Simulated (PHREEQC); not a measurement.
Dissolve 0.01 mol NH4F per kg of water at 25 °C. Closed to the air; pH follows from the charge balance.

Computed with PHREEQC (ion-association model, phreeqc.dat).

Precipitation was switched off in this run.

Task: Estimate the pH, specific conductance.

Result: pH 6.24; specific conductance 1200 µS/cm.
